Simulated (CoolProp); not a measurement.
The fluid at 298.15 K and 0.0163 MPa is throttled through a valve to 0.0107 MPa with no heat exchange. The same conditions are run with several fluids, on thermodynamics alone (safety and materials aside).

Computed with CoolProp (reference Helmholtz-energy equation of state of each fluid (n-perfluorohexane: Gao 2022; R125: Lemmon 2005; C3F8 (R218): Lemmon 2006; carbon monoxide: Lemmon 2006; R22: Kamei 1995)).

```
fluid              temperature change (K)  final density (kg/m³)
-----------------  ----------------------  ---------------------
n-perfluorohexane                    -0.1                    [?]
R125                                 -0.1                    [?]
C3F8 (R218)                          -0.1                  0.814
carbon monoxide                      -0.0                    [?]
R22                                  -0.1                    [?]
```

### Question
Some entries are withheld; supply them.

### Answer

- n-perfluorohexane, final density (kg/m³): 1.47
- R125, final density (kg/m³): 0.519
- carbon monoxide, final density (kg/m³): 0.121
- R22, final density (kg/m³): 0.374
